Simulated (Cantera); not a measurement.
A freely propagating, adiabatic, planar premixed flame of 24.5 % H₂, 15.1 % O₂, 60.4 % N₂, unburnt at 550 K and 10.0 bar; mixture-averaged transport, grid criteria slope 0.08 and curve 0.16, no radiation.

Computed with Cantera and the H2/O2 subset of GRI-Mech 3.0, which has no nitrogen chemistry. The hydrogen kinetics of GRI-Mech 3.0 are dated; newer H2 mechanisms differ, most at raised pressure. Burning velocities carry a grid error of a few per cent, more on coarse grids.

x: mole fraction of selected species; z is measured from the peak of heat release.

```
z (mm)    T (K)  u (m/s)     x H₂    x O₂    x H₂O₂      x OH       x H     x H₂O
--------  -----  -------  -------  ------  --------  --------  --------  --------
-0.0839     550     2.65    0.244   0.151     <1e-8     <1e-8     <1e-8   1.91e-6
-0.0559     551     2.64    0.242   0.152   7.41e-8     <1e-8     <1e-8   2.35e-5
-0.0419     552     2.64    0.238   0.152   4.20e-7     <1e-8     <1e-8  0.000112
-0.0280     565     2.66    0.224   0.155   5.27e-6     <1e-8     <1e-8   0.00104
-0.0140     713     3.20    0.176   0.157  0.000114   2.77e-5   1.73e-5    0.0180
-0.00699   1046     4.56    0.128   0.141  0.000207  0.000648  0.000854    0.0645
0          1462     6.29   0.0763   0.106   3.91e-5   0.00266   0.00456     0.136
0.00699    1752     7.51   0.0396  0.0724   6.00e-6   0.00641   0.00749     0.193
0.0140     1920     8.21   0.0222  0.0542   3.99e-6   0.00960   0.00714     0.222
0.0280     2083     8.87        …       …         …         …         …     0.243
0.0559     2199     9.32  0.00597  0.0389   1.65e-6   0.00940   0.00151     0.255
0.112      2261     9.55  0.00263  0.0376   1.05e-6   0.00664  0.000420     0.263
0.224      2285     9.64        …  0.0374         …         …         …     0.266
```

Task: What belongs in the gaps?

Result: 
- 0.0280, x H₂: 0.0115
- 0.0280, x O₂: 0.0429
- 0.0280, x H₂O₂: 2.59e-6
- 0.0280, x OH: 0.0112
- 0.0280, x H: 0.00417
- 0.224, x H₂: 0.00124
- 0.224, x H₂O₂: 7.78e-7
- 0.224, x OH: 0.00487
- 0.224, x H: 0.000142
